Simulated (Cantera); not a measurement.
An isothermal, constant-pressure homogeneous reactor starts with H2 : O2 : N2 = 0.78 : 1 : 1.6 (molar parts), equivalence ratio 0.39, at 1025 K and 0.150 bar.

Detailed kinetics in Cantera: the H2/O2 subset of GRI-Mech 3.0, which has no nitrogen chemistry. The temperature is held fixed by assumption; the heat of reaction is taken as removed at once.

x: mole fraction; the columns are a selection and need not sum to one.

| t (s) | x H2 | x O2 | x H | x OH | x H2O | x O | x HO2 |
|---|---|---|---|---|---|---|---|
| 2.00e-6 | 0.231 | 0.296 | 2.84e-11 | <1e-12 | <1e-12 | <1e-12 | 2.92e-11 |
| 6.02e-6 | 0.231 | 0.296 | 8.50e-11 | 3.94e-12 | 5.27e-12 | 6.52e-12 | 8.86e-11 |
| 1.81e-5 | 0.231 | 0.296 | 2.90e-10 | 2.04e-11 | 8.44e-11 | 4.58e-11 | 2.74e-10 |
| 5.45e-5 | 0.231 | 0.296 | ? | 1.54e-10 | ? | 3.97e-10 | 9.54e-10 |
| 0.000164 | 0.231 | 0.296 | 1.17e-7 | 1.02e-8 | 1.56e-7 | 2.68e-8 | 1.70e-8 |
| 0.000494 | 0.195 | 0.281 | 0.0173 | 0.00155 | 0.0268 | 0.00370 | 3.30e-5 |
| 0.00149 | 0.00309 | 0.205 | 0.000254 | 0.000524 | 0.257 | 0.000459 | 3.98e-5 |
| 0.00447 | 0.000657 | 0.204 | 9.98e-6 | 0.000127 | 0.260 | 5.30e-5 | 1.53e-5 |
| 0.0135 | 0.000126 | 0.204 | 7.85e-7 | 5.47e-5 | 0.261 | 8.52e-6 | 4.22e-6 |
| 0.0405 | ? | 0.204 | ? | ? | 0.261 | ? | ? |
| 0.122 | 8.22e-7 | 0.204 | 2.05e-9 | 1.10e-5 | 0.261 | 2.05e-7 | 7.20e-8 |
| 0.367 | 4.12e-8 | 0.204 | 1.75e-10 | 5.37e-6 | 0.261 | 4.78e-8 | 1.34e-8 |
| 1.10 | 7.45e-9 | 0.204 | 2.60e-11 | 2.87e-6 | 0.261 | 1.37e-8 | 3.95e-9 |
| 3.32 | 2.16e-9 | 0.204 | 4.57e-12 | 1.60e-6 | 0.261 | 4.31e-9 | 1.56e-9 |
| 10.0 | 7.16e-10 | 0.204 | <1e-12 | 9.22e-7 | 0.261 | 1.43e-9 | 1.06e-9 |

### Question
Fill in the missing entries.

### Answer

- 5.45e-5, x H: 1.84e-9
- 5.45e-5, x H2O: 1.60e-9
- 0.0405, x H2: 1.40e-5
- 0.0405, x H: 4.37e-8
- 0.0405, x OH: 2.48e-5
- 0.0405, x O: 1.21e-6
- 0.0405, x HO2: 6.23e-7
